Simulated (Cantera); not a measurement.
Cantera run:

```python
import numpy as np
import cantera as ct

gas_names = [...]  # 92 gases of nasa_gas.yaml made of C, H, N
cond_names = """
    C(gr) C6H6(L) C7H8(L) C8H18(L),n-octa
""".split()


# ... load() reads the species with a 1 bar reference pressure and builds the phases ...
atoms = {
    'C3H6': {'C': 3, 'H': 6},
    'H2': {'H': 2},
    'NH3': {'N': 1, 'H': 3},
}
top_T = {'C(gr)': 4500}  # K; cautious upper limits of use, not melting points


# ... equilibrate(T, P, feed) seeds the gas with the atoms and calls Mixture.equilibrate('TP', solver="vcs", rtol=1e-11, max_steps=5000) ...
results = []
feed = {'C3H6': 1, 'H2': 70, 'NH3': 0.086}  # mol
P = 1333.22  # Pa
for T in [1975, 2025, 2075, 2125, 2175, 2225, 2275, 2325, 2375, 2425, 2475]:
    mix = equilibrate(T, P, feed)
    results.append((T, P, feed, dict(zip(mix.species_names, mix.species_moles))))

top = {s: max(r[3][s] / sum(r[3][g] for g in gas_names) for r in results) for s in gas_names}
cols = sorted((s for s in top if top[s] > 0.001), key=lambda s: -top[s])[:7]
seen = [c for c in cond_names if any(r[3].get(c, 0) > 1e-12 for r in results)]
print("log10 of partial pressures in bar; condensed amounts in mol")
print(f"{'T/K':>10s}" + "".join(f"{s[:9]:>10s}" for s in cols + seen))
for T, P, feed, n in results:
    ng = sum(n[g] for g in gas_names)
    print(f"{T:10.4g}" + "".join(f"{np.log10(max(n[s] / ng * P / 1e5, 1e-99)):10.3f}" for s in cols)
          + "".join(f"{n.get(c, 0):10.4g}" for c in seen))
```

Output:

```
log10 of partial pressures in bar; condensed amounts in mol
       T/K        H2         H C2H2,acet     C(gr)
      1975    -1.881    -3.804    -5.068     2.884
      2025    -1.883    -3.657    -4.926     2.843
      2075    -1.886    -3.518    -4.792      2.79
      2125    -1.890    -3.385    -4.666     2.724
      2175    -1.895    -3.259    -4.546     2.641
      2225    -1.901    -3.139    -4.434     2.538
      2275    -1.909    -3.026    -4.328     2.413
      2325    -1.919    -2.918    -4.230     2.263
      2375    -1.931    -2.816    -4.138     2.083
      2425    -1.946    -2.720    -4.053     1.872
      2475    -1.964    -2.630    -3.976     1.626
```

Equilibrium computed with Cantera from the NASA thermochemical tables; the gas is ideal and each condensed phase is pure.
